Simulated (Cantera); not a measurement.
A closed system holds: 1 mol CaO, a varied amount of HCl, 0.57 mol O2, held at 0.100 bar.

Equilibrium computed with Cantera from the NASA thermochemical tables; the gas is ideal and each condensed phase is pure. Candidate condensed phases: Ca, CaCl2, CaO, Ca(OH)2, H2O; 21 gas species. Mutual solubility and eutectic melting of coexisting phases are not modelled. Condensed phases not in the tables: oxide chlorides. Kinetics and transport are ignored.

### Question
What condenses at these points (T in K, n(HCl) in mol): (1200, 1.6); (1600, 41); (1700, 21); (1300, 5.8); (900, 41); (1300, 1.6)?

### Answer
| T (K) | n(HCl) in mol | condensed phases | Ca condensed (%) |
|---|---|---|---|
| 1200 | 1.6 | CaCl2 + CaO | 100.0 |
| 1600 | 41 | gas only | 0.0 |
| 1700 | 21 | gas only | 0.0 |
| 1300 | 5.8 | CaCl2 | 99.7 |
| 900 | 41 | CaCl2 | 100.0 |
| 1300 | 1.6 | CaCl2 + CaO | 99.9 |
